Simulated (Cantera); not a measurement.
Feed: 1 mol PbO, a varied amount of C, 10 mol N2, held at 2073 K and 0.133 bar.

These are equilibrium values from Cantera (NASA tables, ideal gas, pure condensed phases), not measurements of a reactor. Candidate condensed phases: C, Pb, PbO, PbO2, Pb3O4; 27 gas species. Gases not in the tables: (PbO)n polymers. Rates play no part.

**Question.** Which condensed phases are stable at each of these points (n(C) (mol)): 0.42, 0.72, 1, 1.3, 1.6, 1.9, 2.2, 2.5, 2.8, 3.2, 3.5?

**Answer.** 
```json
[
 {"n(C) (mol)": "0.42", "condensed phases": "gas only", "Pb condensed (%)": "0.0"},
 {"n(C) (mol)": "0.72", "condensed phases": "gas only", "Pb condensed (%)": "0.0"},
 {"n(C) (mol)": "1", "condensed phases": "gas only", "Pb condensed (%)": "0.0"},
 {"n(C) (mol)": "1.3", "condensed phases": "C(graphite)", "Pb condensed (%)": "0.0"},
 {"n(C) (mol)": "1.6", "condensed phases": "C(graphite)", "Pb condensed (%)": "0.0"},
 {"n(C) (mol)": "1.9", "condensed phases": "C(graphite)", "Pb condensed (%)": "0.0"},
 {"n(C) (mol)": "2.2", "condensed phases": "C(graphite)", "Pb condensed (%)": "0.0"},
 {"n(C) (mol)": "2.5", "condensed phases": "C(graphite)", "Pb condensed (%)": "0.0"},
 {"n(C) (mol)": "2.8", "condensed phases": "C(graphite)", "Pb condensed (%)": "0.0"},
 {"n(C) (mol)": "3.2", "condensed phases": "C(graphite)", "Pb condensed (%)": "0.0"},
 {"n(C) (mol)": "3.5", "condensed phases": "C(graphite)", "Pb condensed (%)": "0.0"}
]
```

From 0.42 mol C to 1 mol C nothing is condensed. From 1.3 mol C to 3.5 mol C the condensed part is C(graphite).
